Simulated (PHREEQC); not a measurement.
PHREEQC input (ion-association model, phreeqc.dat):

```
SOLUTION 0
  temp 40
  units mmol/kgw
  pH 7 charge
  S(6) 47.7
  Zn 1.7
  Na 92
  Cl 0.01
  O(0) 1 O2(g) -0.68
SOLUTION 1-30
  temp 40
  units mmol/kgw
  pH 7 charge
  Cl 20.21
  Mg 6.7
  Ca 3.4
  O(0) 1 O2(g) -0.68
END
EXCHANGE 1-30
  X 0.14
  -equilibrate 1
END
SELECTED_OUTPUT 1
  -reset false
  -pH true
  -pe true
  -ionic_strength true
  -water true
  -step true
  -totals Ca Cl Mg Na S Zn S(-2) S(6)
  -molalities CaX2 NaX ZnX2 MgX2
  -saturation_indices Gypsum Halite Zn(OH)2(e)
PRINT
  -reset false
TRANSPORT
  -cells 30
  -shifts 150
  -lengths 0.00333333
  -time_step 60
  -dispersivities 0.008
  -boundary_conditions flux flux
  -correct_disp true
  -punch_cells 30
  -punch_frequency 5
END
```

Selected output (columns that matter, 19 of 31 rows; pore volumes added in front):

```
pore volumes	pH	mu	Ca	Cl	Mg	Na	S	Zn	m_CaX2	m_NaX	m_ZnX2	si_Gypsum	si_Halite	si_Zn(OH)2(e)
0	5.0596	0.03031	0.0034	0.02021	0.0067	0	0	0	0.031136	0	0	-1000	-1000	-1000
0.35	5.0631	0.030594	0.0034386	0.020133	0.0068027	3.4425e-06	0.00018138	3.8127e-21	0.031136	2.0405e-06	2.8468e-20	-2.4332	-8.8877	-22.103
0.5167	5.1096	0.034673	0.0039734	0.018989	0.0082535	0.00029152	0.0028831	4.2568e-15	0.03111	0.00016582	2.7125e-14	-1.2297	-6.9945	-16.013
0.85	5.3047	0.058617	0.0063327	0.011945	0.014969	0.0083637	0.019516	4.9475e-09	0.030532	0.0041846	1.8262e-08	-0.4242	-5.7813	-9.766
1.1833	5.4323	0.084448	0.0070904	0.0053708	0.016919	0.027422	0.035041	6.9395e-07	0.029331	0.013482	2.08e-06	-0.2432	-5.6468	-7.5052
1.35	5.4683	0.094221	0.0068427	0.0033656	0.016001	0.037215	0.039776	2.3563e-06	0.028673	0.018679	7.0179e-06	-0.2319	-5.728	-6.9441
1.6833	5.5093	0.10723	0.0058991	0.0012307	0.013008	0.053021	0.044817	9.8325e-06	0.02741	0.028446	3.1686e-05	-0.2694	-6.0242	-6.2908
2.0167	5.5289	0.11429	0.0049288	0.00042935	0.010173	0.063593	0.04671	2.1494e-05	0.026289	0.036801	7.8477e-05	-0.3355	-6.4091	-5.9364
2.1833	5.5347	0.11652	0.0045122	0.00025274	0.0090079	0.0674	0.047127	2.8197e-05	0.025785	0.040452	0.00010984	-0.3703	-6.616	-5.8143
2.5167	5.5424	0.11955	0.0038297	9.0111e-05	0.0071614	0.073034	0.047511	4.2559e-05	0.024875	0.046855	0.00018737	-0.437	-7.0317	-5.6302
2.85	5.5471	0.12148	0.0033152	3.6105e-05	0.005819	0.076919	0.047638	5.7831e-05	0.024078	0.052266	0.00028367	-0.4968	-7.4081	-5.4939
3.0167	5.5488	0.12221	0.0031065	2.4858e-05	0.0052869	0.078426	0.047665	6.5781e-05	0.023715	0.054667	0.00033869	-0.524	-7.5624	-5.4369
3.35	5.5514	0.12334	0.0027623	1.4795e-05	0.0044253	0.080842	0.047689	8.2355e-05	0.023047	0.058965	0.00046244	-0.5734	-7.7756	-5.3378
3.6833	5.5533	0.1242	0.002492	1.1542e-05	0.0037633	0.082684	0.047696	9.9928e-05	0.022445	0.0627	0.00060474	-0.617	-7.8743	-5.2527
3.85	5.5541	0.12456	0.002378	1.0874e-05	0.0034879	0.083447	0.047698	0.00010913	0.022164	0.064391	0.00068299	-0.6368	-7.8965	-5.2141
4.1833	5.5553	0.12515	0.0021823	1.028e-05	0.0030214	0.084735	0.047699	0.00012842	0.021637	0.067467	0.00085401	-0.6733	-7.9148	-5.1428
4.5167	5.5562	0.12564	0.0020209	1.009e-05	0.0026423	0.085775	0.0477	0.00014898	0.02115	0.070191	0.0010448	-0.7061	-7.918	-5.078
4.6833	5.5566	0.12585	0.0019504	1.0051e-05	0.0024784	0.086223	0.0477	0.00015976	0.020919	0.071438	0.0011478	-0.7212	-7.9176	-5.0475
5.0167	5.5572	0.12621	0.0018259	1.0016e-05	0.0021914	0.087001	0.0477	0.00018237	0.020477	0.073728	0.0013692	-0.7494	-7.9155	-4.9899
```

Species that the database lacks are ignored. At this temperature some constants are extrapolated from 25 °C, and those without enthalpy data are left unchanged.
